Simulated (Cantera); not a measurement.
# Thermodynamics of silicon etching in halogen gases, feed Si + HCl + N₂

Feed: 1 mol Si, 3.4 mol HCl, 10 mol N₂, held at 1.00 Pa.

Cantera equilibrium calculation (NASA polynomials, part measured and part estimated; ideal gas, pure solids and liquids). Candidate condensed phases: NH₄Cl, Si, Si₃N₄; 28 gas species. N₂ is the only nitrogen source here; it is nearly inert below about 1500 K, so the nitride shown seldom forms there in practice. The tables' values for SiCl₃ are old estimates; treat these amounts as uncertain. The numbers say what is thermodynamically allowed, not how fast it happens.

```csv
T (°C),x N₂,x HCl,x H₂,x SiCl₄,x SiCl₂,x SiCl₃,x SiHCl₃,x Cl,n Si₃N₄(s)
202,0.768,0.117,0.0767,0.0383,<1e-12,<1e-12,1.61e-8,<1e-12,0.173
302,0.760,0.151,0.0593,0.0297,<1e-12,2.80e-10,1.73e-7,<1e-12,0.209
402,0.755,0.173,0.0479,0.0240,3.62e-11,4.37e-8,8.69e-7,1.79e-12,0.232
502,0.751,0.188,0.0404,0.0202,2.32e-8,1.81e-6,2.80e-6,3.10e-10,0.248
602,0.749,0.198,0.0352,0.0176,3.32e-6,3.18e-5,6.82e-6,1.66e-8,0.259
702,0.747,0.205,0.0316,0.0155,0.000168,0.000303,1.36e-5,3.93e-7,0.266
802,0.745,0.207,0.0302,0.0120,0.00375,0.00168,2.17e-5,4.99e-6,0.259
```
x: gas mole fraction; n: condensed amount in mol.

From 202 °C to 802 °C the condensed part is Si₃N₄(s). The main Si-bearing gas is SiCl₄ throughout. The share of Si in condensed phases is highest at 702 °C (79.8 %) and lowest at 202 °C (51.8 %).
